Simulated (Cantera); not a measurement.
Thermodynamics of chlorosilane synthesis and conversion, feed Si + HCl + H2

Input: 1 mol Si, a varied amount of HCl, 0.23 mol H2, held at 625 °C and 18800 Torr.

Method: chemical equilibrium by Gibbs-energy minimisation in Cantera with the NASA 1993 tables (ideal gas, pure condensed phases). Candidate condensed phases: Si; 19 gas species. The tables' values for SiCl3 are old estimates; treat these amounts as uncertain. The numbers say what is thermodynamically allowed, not how fast it happens.

From 0.57 mol HCl to 3.1 mol HCl the condensed part is Si(s). From 3.8 mol HCl to 4.7 mol HCl nothing is condensed. The main Si-bearing gas is SiHCl3 at 0.57 mol HCl and SiCl4 at 4.7 mol HCl.

```tsv
n(HCl) (mol)	x H2	x SiCl4	x HCl	x SiHCl3	x SiH2Cl2	n Si(s)
0.57	0.733	0.119	0.00184	0.132	0.0138	0.832
0.71	0.714	0.130	0.00186	0.139	0.0141	0.792
0.87	0.698	0.140	0.00188	0.145	0.0143	0.746
1.1	0.681	0.151	0.00189	0.152	0.0144	0.680
1.3	0.670	0.158	0.00189	0.156	0.0145	0.622
1.6	0.658	0.165	0.00190	0.160	0.0146	0.536
2	0.647	0.172	0.00190	0.163	0.0147	0.421
2.5	0.638	0.178	0.00190	0.167	0.0147	0.277
3.1	0.630	0.183	0.00191	0.169	0.0147	0.105
3.8	0.663	0.259	0.00691	0.0693	0.00175	0
4.7	0.565	0.252	0.180	0.00220	1.82e-6	0
```
x: gas mole fraction; n: condensed amount in mol.
